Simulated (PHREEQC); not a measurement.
1 kg of water holding 0.029 mol MgCl2 and 0.17 mol NaHCO3 meets 20 L of dry gas (CO2 0.68, N2 0.32 by moles) at fixed total pressure, at 10 °C; fugacities by Peng-Robinson. The gases take part in no redox reaction, some water evaporates into the gas, and hydrates or a liquid gas phase aren't modelled. Precipitation was switched off in this run.

Computed with PHREEQC (ion-association model, phreeqc.dat).

### Question
Predict dissolved CO2 (all carbonate carbon) (mol/kgw) at P (atm) = 3, 5, 7.5, 20.

### Answer
| P (atm) | dissolved CO2 (all carbonate carbon) (mol/kgw) |
|---|---|
| 3 | 0.270 |
| 5 | 0.334 |
| 7.5 | 0.413 |
| 20 | 0.762 |

Constants without temperature data keep their 25 °C values here.
